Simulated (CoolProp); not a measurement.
Values from CoolProp's reference Helmholtz-energy equation of state, Lemmon 2006. It is a short technical equation, of lower accuracy than the large ones.

### Question
Give the vapour pressure (kPa), enthalpy of vaporisation (kJ/kg), surface tension (mN/m) of saturated C2F6 (R116) at 236.3 K.

### Answer
```tsv
T (K)	p (kPa)	enthalpy of vaporisation (kJ/kg)	surface tension (mN/m)
236.3	604	95.6	5.67
```

Surface tension comes from a separate correlation (Mulero 2012).
